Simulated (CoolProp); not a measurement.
The fluid at 929.43 K and 46.6 MPa is compressed adiabatically to 133 MPa with isentropic efficiency 0.85. The same conditions are run with several fluids, on thermodynamics alone (safety and materials aside).

Computed with CoolProp (reference Helmholtz-energy equation of state of each fluid (water: Wagner 2002; carbon dioxide: Span 1996; nitrogen: Span 2000; dry air: Lemmon 2000)). Blends and air are pseudo-pure fits.

```json
[
 {"fluid": "water", "work (kJ/kg)": "?", "final temperature (K)": "1184.8", "final density (kg/m³)": "258"},
 {"fluid": "carbon dioxide", "work (kJ/kg)": "295", "final temperature (K)": "1135.6", "final density (kg/m³)": "441"},
 {"fluid": "nitrogen", "work (kJ/kg)": "499", "final temperature (K)": "1269.7", "final density (kg/m³)": "255"},
 {"fluid": "dry air", "work (kJ/kg)": "?", "final temperature (K)": "?", "final density (kg/m³)": "268"}
]
```

Q: Fill in the missing entries.

A: 
- water, work (kJ/kg): 519
- dry air, work (kJ/kg): 476
- dry air, final temperature (K): 1266.6
